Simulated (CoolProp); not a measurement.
A single-stage vapour-compression cycle with R152A: evaporating at 275.15 K (dew point), condensing at 314.15 K (bubble point), superheat 2 K, subcooling 5 K, compressor efficiency 0.8, no pressure losses. Each further row changes one setting.

Model: reference Helmholtz-energy equation of state, Outcalt 1996, in CoolProp. It is a modified Benedict-Webb-Rubin equation, recast in Helmholtz form.

| case | cooling COP | pressure ratio | discharge temperature (K) | refrigerating effect (kJ/kg) | volumetric capacity (kJ/m³) |
|---|---|---|---|---|---|
| as stated | 4.93 | 3.29 | 335.6 | 247 | 2190 |
| evaporating temperature 280.15 K | 5.86 | 2.77 | 332.6 | 250 | 2620 |
| condensing temperature 309.15 K | 5.79 | 2.88 | 328.7 | 256 | 2270 |
| subcooling 10 K | 5.11 | 3.29 | 335.6 | 256 | 2270 |
| superheat 12 K | 4.91 | 3.29 | 345.9 | 258 | 2180 |
| compressor efficiency 0.7 | 4.31 | 3.29 | 341.0 | 247 | 2190 |
